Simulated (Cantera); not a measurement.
# Moist CO burnout

A perfectly stirred reactor is fed with CO : O2 : H2O : N2 = 0.0039 : 0.027 : 0.011 : 1 (molar parts), at 100000 Pa; it is held at 1200 K, and followed from long to short residence time.

Cantera simulation using GRI-Mech 3.0 (53 species, 325 reactions); the numbers are that mechanism's predictions, not measurements.

| τ (s) | x CO | x O2 | x H2O | x H2 | x N2O | x O |
|---|---|---|---|---|---|---|
| 0.89 | 9.84e-5 | 0.0241 | 0.0106 | 1.12e-6 | 6.89e-7 | 3.64e-6 |
| 0.36 | 0.000181 | 0.0242 | 0.0106 | 2.11e-6 | 6.07e-7 | 6.70e-6 |
| 0.15 | 0.000324 | 0.0242 | 0.0106 | 3.87e-6 | 5.05e-7 | 1.19e-5 |
| 0.060 | 0.000579 | 0.0244 | 0.0105 | 7.08e-6 | 3.95e-7 | 2.13e-5 |
| 0.024 | 0.000994 | 0.0245 | 0.0105 | 1.22e-5 | 2.92e-7 | 3.63e-5 |
| 0.0098 | 0.00158 | 0.0248 | 0.0105 | 1.87e-5 | 2.00e-7 | 5.62e-5 |
| 0.0040 | 0.00231 | 0.0252 | 0.0105 | 2.39e-5 | 1.19e-7 | 7.59e-5 |
| 0.0016 | 0.00303 | 0.0255 | 0.0105 | 2.22e-5 | 5.45e-8 | 8.10e-5 |
| 0.00066 | 0.00352 | 0.0258 | 0.0105 | 9.99e-6 | 1.50e-8 | 5.20e-5 |
x: mole fraction; the columns are a selection and need not sum to one.
